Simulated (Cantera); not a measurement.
# Silicon etching in halogen gases: Si + NF3 + N2

A closed system holds: 1 mol Si, 7.3 mol NF3, 82 mol N2, at 1.00 bar.

Cantera equilibrium calculation (NASA polynomials, part measured and part estimated; ideal gas, pure solids and liquids). Candidate condensed phases: Si, Si3N4; 16 gas species. Kinetics and transport are ignored.

From 350 °C to 1450 °C nothing is condensed. The main Si-bearing gas is SiF4 throughout.

```csv
T (°C),log p N2,log p F,log p F2,log p NF3,log p SiF4
350,-0.04,-5.23,-3.27,-1.18,-1.95
450,-0.04,-3.78,-2.27,-1.20,-1.95
550,-0.04,-2.72,-1.58,-1.33,-1.96
650,-0.05,-1.98,-1.23,-1.69,-1.97
750,-0.05,-1.49,-1.16,-2.31,-1.99
850,-0.06,-1.17,-1.26,-3.05,-2.00
950,-0.07,-0.96,-1.48,-3.86,-2.00
1050,-0.08,-0.85,-1.79,-4.75,-2.01
1150,-0.08,-0.80,-2.16,-5.65,-2.02
1250,-0.09,-0.78,-2.52,-6.49,-2.02
1350,-0.09,-0.77,-2.86,-7.26,-2.02
1450,-0.09,-0.77,-3.16,-7.95,-2.02
```
log p: log10 of the partial pressure in bar; nothing condenses.
